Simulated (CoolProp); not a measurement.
The fluid at 298.15 K and 0.65 MPa is compressed adiabatically to 3.13 MPa with isentropic efficiency 0.75. The same conditions are run with several fluids, on thermodynamics alone (safety and materials aside).

Computed with CoolProp (reference Helmholtz-energy equation of state of each fluid (oxygen: Schmidt 1985; propylene: Lemmon 2013; R13: Platzer 1990; carbonyl sulfide: Lemmon 2006; nitrous oxide: Lemmon 2006)). The equations of Platzer and Polt are older, rougher fits.

Problem. Rank oxygen, propylene, R13, carbonyl sulfide, nitrous oxide by work (kJ/kg), highest first.

Solution. oxygen (204), nitrous oxide (134), propylene (115), carbonyl sulfide (91.5), R13 (49.9)

```tsv
fluid	final temperature (K)	final density (kg/m³)
oxygen	514.7	23.3
propylene	388.5	52.3
R13	384.4	117
carbonyl sulfide	438.2	58.1
nitrous oxide	448.0	38.6
```

Above 300 K oxygen's equation is extrapolated.
